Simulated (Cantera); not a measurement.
An isothermal, constant-pressure homogeneous reactor starts with C2H6 : N2 = 1 : 110 (molar parts), at 1025 K and 0.540 bar.

Computed with Cantera and GRI-Mech 3.0 (53 species, 325 reactions). GRI-Mech 3.0 stops at C3 and has no aromatics, soot or wall deposition, so with more carbon than oxygen in the feed, carbon stays in small species such as C2H2 where larger ones or solid carbon would form.

x: mole fraction; the columns are a selection and need not sum to one.

| t (s) | x C2H6 | x C2H2 | x CH4 | x C2H | x C2H4 |
|---|---|---|---|---|---|
| 7.00e-5 | 0.00901 | <1e-12 | 3.64e-11 | <1e-12 | 6.55e-12 |
| 0.000229 | 0.00901 | <1e-12 | 3.84e-10 | <1e-12 | 2.14e-10 |
| 0.000752 | 0.00901 | <1e-12 | 3.88e-9 | <1e-12 | 7.04e-9 |
| 0.00246 | 0.00901 | <1e-12 | 3.45e-8 | <1e-12 | 2.12e-7 |
| 0.00807 | 0.00900 | 1.21e-10 | 2.32e-7 | <1e-12 | 4.80e-6 |
| 0.0265 | 0.00895 | ? | ? | <1e-12 | ? |
| 0.0867 | 0.00867 | 6.08e-7 | 9.05e-6 | <1e-12 | 0.000331 |
| 0.284 | ? | ? | ? | <1e-12 | ? |
| 0.931 | 0.00526 | 8.09e-5 | 0.000119 | <1e-12 | 0.00356 |
| 3.05 | 0.00157 | 0.000467 | 0.000294 | <1e-12 | 0.00675 |
| 10.0 | 0.000207 | 0.00119 | 0.000425 | <1e-12 | 0.00731 |

What belongs in the gaps?


- 0.0265, x C2H2: 1.81e-8
- 0.0265, x CH4: 1.53e-6
- 0.0265, x C2H4: 5.80e-5
- 0.284, x C2H6: 0.00775
- 0.284, x C2H2: 8.39e-6
- 0.284, x CH4: 3.55e-5
- 0.284, x C2H4: 0.00121
